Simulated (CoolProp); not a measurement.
Vapour-liquid equilibrium of CHF3 (R23) (1) + R143a (2) at 204 K; x and y are mole fractions of (1).

The numbers come from the multi-fluid Helmholtz-energy mixture model, Penoncello 2003 and Lemmon and Jacobsen 2000; pair parameters Bell 2016 in CoolProp.

| x | bubble pressure, mixture model (bar) | bubble pressure, Raoult's law (bar) | y, mixture model | y, Raoult's law |
|---|---|---|---|---|
| 0.05 | 0.3842 | 0.4002 | 0.218 | 0.253 |
| 0.2 | 0.6288 | 0.6561 | 0.597 | 0.616 |
| 0.35 | 0.9029 | 0.9121 | 0.772 | 0.776 |
| 0.5 | 1.178 | 1.168 | 0.865 | 0.865 |
| 0.65 | 1.440 | 1.424 | 0.920 | 0.923 |
| 0.8 | 1.688 | 1.680 | 0.959 | 0.963 |
| 0.95 | 1.935 | 1.936 | 0.990 | 0.992 |

The largest gap from Raoult's law is -4.2 % in bubble pressure, at x = 0.2. No azeotrope shows between x = 0.05 and 0.95.

Pair parameters are fitted to limited data, so mixtures are less certain than the pure fluids. The gap from Raoult's law changes sign with composition, which may be real or a fault of the pair parameters; it wasn't checked against measurements.
